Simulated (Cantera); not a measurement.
A Cantera script and its output.

```python
import numpy as np
import cantera as ct

gas = ct.Solution("gri30.yaml")
gas.TPX = 1025, 720, {'H2': 0.012, 'O2': 0.12}
inlet = ct.Reservoir(gas, clone=True)

reactor = ct.IdealGasConstPressureReactor(gas, energy="off", clone=False)
exhaust = ct.Reservoir(gas, clone=True)
tau = [0.64, 0.36, 0.2, 0.11, 0.064, 0.036, 0.02, 0.011, 0.0063, 0.0036, 0.002][0]
for a, b in ((inlet, reactor), (reactor, exhaust)):
    ct.MassFlowController(a, b, mdot=lambda t: reactor.mass / tau)
net = ct.ReactorNet([reactor])
show = ['H2', 'O2', 'H2O', 'O', 'H2O2', 'OH', 'HO2']

rows = []
print(f"{'tau/s':>10s}{'T/K':>9s}" + "".join(f"{s:>11s}" for s in show))
for tau in [0.64, 0.36, 0.2, 0.11, 0.064, 0.036, 0.02, 0.011, 0.0063, 0.0036, 0.002]:
    net.initial_time = 0.0
    net.advance(30 * tau)
    before = gas.X
    net.advance(40 * tau)
    drift = np.max(np.abs(gas.X - before) / (gas.X + 1e-9))
    rows.append([gas.T, *gas[show].X, drift])
    print(f"{tau:10.3e}{gas.T:9.1f}" + "".join(f"{x:11.3e}" for x in gas[show].X))
```

Result:

```
     tau/s      T/K         H2         O2        H2O          O       H2O2         OH        HO2
 6.400e-01   1025.0  9.836e-04  8.994e-01  9.273e-02  4.587e-03  1.103e-07  1.118e-03  3.619e-06
 3.600e-01   1025.0  1.374e-03  8.972e-01  9.162e-02  6.398e-03  1.144e-07  1.369e-03  4.011e-06
 2.000e-01   1025.0  1.931e-03  8.942e-01  8.995e-02  8.828e-03  1.180e-07  1.678e-03  4.369e-06
 1.100e-01   1025.0  2.731e-03  8.901e-01  8.747e-02  1.192e-02  1.210e-07  2.050e-03  4.664e-06
 6.400e-02   1025.0  3.742e-03  8.856e-01  8.436e-02  1.515e-02  1.238e-07  2.433e-03  4.855e-06
 3.600e-02   1025.0  5.248e-03  8.805e-01  8.006e-02  1.861e-02  1.280e-07  2.880e-03  4.968e-06
 2.000e-02   1025.0  7.477e-03  8.756e-01  7.467e-02  2.151e-02  1.352e-07  3.361e-03  4.994e-06
 1.100e-02   1025.0  1.089e-02  8.722e-01  6.830e-02  2.301e-02  1.475e-07  3.852e-03  4.940e-06
 6.300e-03   1025.0  1.573e-02  8.714e-01  6.153e-02  2.271e-02  1.640e-07  4.273e-03  4.824e-06
 3.600e-03   1025.0  2.307e-02  8.733e-01  5.354e-02  2.080e-02  1.825e-07  4.576e-03  4.632e-06
 2.000e-03   1025.0  3.467e-02  8.783e-01  4.304e-02  1.726e-02  1.947e-07  4.593e-03  4.317e-06
```

Computed with Cantera and GRI-Mech 3.0 (53 species, 325 reactions). Radical loss at walls, strong at low pressure, is not modelled. The temperature is held fixed by assumption; the heat of reaction is taken as removed at once.
